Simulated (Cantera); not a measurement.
**Pyrogenic steam for wet oxidation**

A perfectly stirred reactor is fed with 10.6 % H₂, 12.8 % O₂, 76.6 % N₂, equivalence ratio 0.41, at 0.500 bar; it is held at 1350 K, and followed from long to short residence time.

Cantera simulation using the H2/O2 subset of GRI-Mech 3.0, which has no nitrogen chemistry; the numbers are that mechanism's predictions, not measurements. The temperature is held fixed by assumption; the heat of reaction is taken as removed at once.

```csv
τ (s),x H₂,x O₂,x HO₂,x OH,x H₂O₂,x H₂O
7.6,1.49e-5,0.0789,4.67e-7,0.000131,5.61e-8,0.112
2.0,3.62e-5,0.0788,1.08e-6,0.000204,1.10e-7,0.112
0.50,9.08e-5,0.0788,2.45e-6,0.000324,2.12e-7,0.112
0.13,0.000221,0.0788,5.03e-6,0.000508,3.77e-7,0.111
0.033,0.000537,0.0787,9.21e-6,0.000806,6.41e-7,0.111
0.0084,0.00128,0.0787,1.43e-5,0.00128,1.02e-6,0.110
0.0022,0.00289,0.0789,1.88e-5,0.00202,1.48e-6,0.107
```
x: mole fraction; the columns are a selection and need not sum to one.
